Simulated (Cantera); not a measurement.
A freely propagating, adiabatic, planar premixed flame of 2.79 % CH₄, 0.220 % C₂H₆, 2.01 % C₃H₈, 20.0 % O₂, 75.0 % N₂, equivalence ratio 0.82, unburnt at 550 K and 1000000 Pa; mixture-averaged transport, grid criteria slope 0.08 and curve 0.16, no radiation.

Computed with Cantera and GRI-Mech 3.0 (53 species, 325 reactions). GRI-Mech 3.0 was tuned for natural gas; its chemistry of propane as a main component is partial and can be far from experiment. Burning velocities carry a grid error of a few per cent, more on coarse grids.

x: mole fraction of selected species; z is measured from the peak of heat release.

| z (mm) | T (K) | u (m/s) | x CH₄ | x C₂H₆ | x C₃H₈ | x C₂H | x N₂O | x H₂O |
|---|---|---|---|---|---|---|---|---|
| -0.177 | 551 | 0.488 | 0.0278 | 0.00220 | 0.0201 | <1e-8 | <1e-8 | 0.000126 |
| -0.118 | 556 | 0.494 | 0.0277 | 0.00220 | 0.0200 | <1e-8 | <1e-8 | 0.00115 |
| -0.0887 | 572 | 0.508 | 0.0273 | 0.00219 | 0.0200 | <1e-8 | <1e-8 | 0.00365 |
| -0.0591 | 651 | 0.582 | 0.0255 | 0.00213 | 0.0195 | <1e-8 | 1.97e-8 | 0.0141 |
| -0.0296 | 1023 | 0.929 | 0.0182 | 0.00172 | 0.0141 | <1e-8 | 1.58e-7 | 0.0524 |
| -0.0148 | 1400 | 1.29 | 0.0108 | 0.00103 | 0.00527 | <1e-8 | 3.68e-7 | 0.0859 |
| 0 | 1788 | 1.66 | 0.00284 | 8.51e-5 | 0.000127 | 3.71e-7 | 7.39e-7 | 0.117 |
| 0.0148 | 1978 | 1.83 | 0.000174 | 1.77e-7 | 3.31e-8 | 1.78e-7 | 1.23e-6 | 0.129 |
| 0.0296 | 2064 | 1.90 | 5.95e-6 | <1e-8 | <1e-8 | <1e-8 | 1.57e-6 | 0.131 |
| 0.0591 | 2152 | 1.97 | (withheld) | <1e-8 | <1e-8 | <1e-8 | (withheld) | 0.134 |
| 0.118 | 2216 | 2.02 | <1e-8 | <1e-8 | <1e-8 | <1e-8 | (withheld) | 0.137 |
| 0.237 | 2246 | 2.04 | <1e-8 | <1e-8 | <1e-8 | <1e-8 | 1.13e-6 | 0.139 |
| 0.473 | 2254 | 2.05 | <1e-8 | <1e-8 | <1e-8 | <1e-8 | 9.31e-7 | 0.139 |

Q: Fill in the missing entries.

A: 
- 0.0591, x CH₄: 1.12e-8
- 0.0591, x N₂O: 1.79e-6
- 0.118, x N₂O: 1.61e-6
